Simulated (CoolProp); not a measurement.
Aqueous lithium chloride as a coolant, at -5 °C, 1 atm.

Values from CoolProp's Melinder's fits for secondary coolants.

```
mass %  freezing point (°C)  conductivity (W/(m K))  density (kg/m³)  viscosity (mPa s)  Prandtl number
------  -------------------  ----------------------  ---------------  -----------------  --------------
6.2                    -6.6                   0.541             1037               2.51            17.8
8.7                   -10.1                   0.537                …                  …            18.7
11.2                  -14.4                   0.533             1067               2.97               …
13.7                  -20.1                       …             1082               3.26            21.1
16.2                  -27.9                   0.524             1098               3.60            22.5
18.7                  -37.9                   0.520             1113               3.98               …
```

**Question.** Complete the blanks.

**Answer.** 
- 8.7, density (kg/m³): 1052
- 8.7, viscosity (mPa s): 2.72
- 11.2, Prandtl number: 19.8
- 13.7, conductivity (W/(m K)): 0.529
- 18.7, Prandtl number: 24.2
